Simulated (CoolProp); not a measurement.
Vapour-liquid equilibrium of ethane (1) + propylene (2) at 8.75 bar; x and y are mole fractions of (1).

Computed with CoolProp (multi-fluid Helmholtz-energy mixture model, Bücker 2006 and Lemmon 2013; pair parameters Bell 2016).

Question: Give the bubble temperature and the first vapour's composition at x = 0.275, 0.8, 0.875. Is there an azeotrope?

Answer: x = 0.275: 266.5 K, y = 0.562; x = 0.8: 242.9 K, y = 0.937; x = 0.875: 240.5 K, y = 0.963. No azeotrope shows between x = 0.05 and 0.95.

The pair parameters rest on a limited set of measurements; away from them the model extrapolates.
